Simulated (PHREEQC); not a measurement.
Consider water at 25 °C with 0.01 mol/kgw CaSO4, 8.1e-05 mol/kgw NaF and 6.8e-07 mol/kgw H4SiO4. Closed to the air; pH follows from the charge balance.

Model: ion-association model, phreeqc.dat, run in PHREEQC.

```yaml
pH: 7.06
ionic_strength: 0.0293 mol/kgw
specific_conductance: 1640 µS/cm
```

```csv
species,molality,activity,log γ
Ca+2,0.00730,0.00394,-0.268
SO4-2,0.00730,0.00388,-0.274
CaSO4,0.00270,0.00272,0.003
F-,8.10e-5,6.85e-5,-0.073
Na+,7.95e-5,6.78e-5,-0.069
NaSO4-,1.54e-6,1.32e-6,-0.067
```

Precipitation was switched off in this run. Complexes and solids missing from the database can't appear. SiF6-2 is the database's only silicon fluoride.
